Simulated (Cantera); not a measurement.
## Ignition delay

Mixture: CH4 : O2 : N2 = 1 : 4.35 : 16.3 (molar parts), equivalence ratio 0.46, at 5.43 atm, adiabatic and at constant pressure. Ignition delay is the time to a rise of 400 K.

Detailed kinetics in Cantera: GRI-Mech 3.0 (53 species, 325 reactions).

```tsv
T0 (K)	delay (ms)
1050	53.4
1150	12.2
1250	3.35
1350	1.05
1450	0.374
1550	0.150
1650	0.0670
1750	0.0334
```

```json
{
 "apparent activation energy between 1550 and 1750 K": "170 kJ/mol"
}
```
